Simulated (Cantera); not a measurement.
Standard-state values (1 bar) from the NASA 1993 polynomials, evaluated with Cantera. Values are per mole of reaction as written; species without (g) are pure solids or liquids, kept so even where they would boil at 1 bar.

Question: Between 1150 and 2500 K, where is each reaction favourable under standard conditions?
- 6 BaO + 4 NF3(g) = 3 O2(g) + 4 N(g) + 6 BaF2

Answer: 
- 6 BaO + 4 NF3(g) = 3 O2(g) + 4 N(g) + 6 BaF2: ΔG° is -1979 kJ at 1150 K and -2728 kJ at 2500 K; it stays negative (K > 1). ΔH° is -1509 kJ and ΔS° 488 J/K at 2500 K.
